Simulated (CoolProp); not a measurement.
Aqueous potassium formate as a coolant, at -3 °C, 1 atm.

Values from CoolProp's Melinder's fits for secondary coolants.

```
mass %  freezing point (°C)  Prandtl number  cp (kJ/(kg K))  conductivity (W/(m K))  viscosity (mPa s)
------  -------------------  --------------  --------------  ----------------------  -----------------
12.8                   -6.6            15.3           3.698                   0.541               2.24
17.5                   -9.7            15.6           3.520                   0.534               2.37
22.2                  -13.4            16.2           3.353                   0.526               2.55
26.8                  -17.7            17.0           3.201                   0.519               2.76
31.5                  -22.9            17.9           3.060                   0.510               2.99
36.2                  -29.1            19.0           2.932                   0.499               3.24
```
